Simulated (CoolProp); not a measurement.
Vapour-liquid equilibrium of CF4 (R14) (1) + R13 (2) at -112.55 °C; x and y are mole fractions of (1).

Values from CoolProp's multi-fluid Helmholtz-energy mixture model, Platzer 1990 and Platzer 1990; pair parameters Bell 2016. This equation is an older, rougher fit; its heat capacities, sound speeds and derivatives of the liquid may be far off and weren't checked against measurements.

| x | bubble pressure (kPa) | y at the bubble point | dew pressure at overall composition x (kPa) | liquid density (mol/L) |
|---|---|---|---|---|
| 0.05 | 32.44 | 0.609 | (withheld) | 15.73 |
| 0.15 | 66.52 | 0.825 | 15.46 | 15.91 |
| 0.25 | 95.88 | 0.889 | 17.45 | 16.08 |
| 0.35 | 121.7 | 0.921 | 20.03 | 16.25 |
| 0.45 | (withheld) | 0.941 | 23.51 | 16.42 |
| 0.55 | 167.0 | 0.955 | 28.44 | 16.58 |
| 0.65 | 188.1 | 0.966 | 35.96 | 16.74 |
| 0.75 | 209.4 | 0.977 | (withheld) | 16.89 |
| 0.85 | 231.5 | 0.986 | 75.79 | 17.04 |
| 0.95 | (withheld) | 0.995 | 158.9 | 17.18 |

Q: Complete the blanks.

A: 
- 0.05, dew pressure at overall composition x (kPa): 13.87
- 0.45, bubble pressure (kPa): 145.1
- 0.75, dew pressure at overall composition x (kPa): 48.86
- 0.95, bubble pressure (kPa): 255.4

No azeotrope shows between x = 0.05 and 0.95.

The pair parameters rest on a limited set of measurements; away from them the model extrapolates.
